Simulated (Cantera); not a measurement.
A closed system holds: 1 mol BN, 0.85 mol O2, 2.8 mol N2, 5.5 mol H2, held at 0.00133 bar.

These are equilibrium values from Cantera (NASA tables, ideal gas, pure condensed phases), not measurements of a reactor. Candidate condensed phases: B, BN, B2O3, B3O3H3, H2O; 39 gas species. Equilibrium is a limit: real reactors are often held back by kinetics, nucleation or transport. All values below are at 1552 °C.

Base state: H2 0.549, N2 0.353, HBO2 0.0447, B2O3 0.0235, HBO 0.0107, H 0.00894, H2O 0.00657, BO 0.00301 (mole fractions); condensed: gas only.

Q: What changes in the equilibrium state with this change: pressure from 0.00133 bar to 1.00 bar?

A: 
```
species        before    after
------------  -------  -------
H2              0.549    0.586
N2              0.353    0.367
HBO2           0.0447   0.0264
B2O3           0.0235  0.00483
HBO            0.0107  0.00396
H2O           0.00657   0.0112
BO            0.00301  3.95e-5
BO2           6.17e-5  1.29e-6
B2O3(l), mol        0    0.319
```
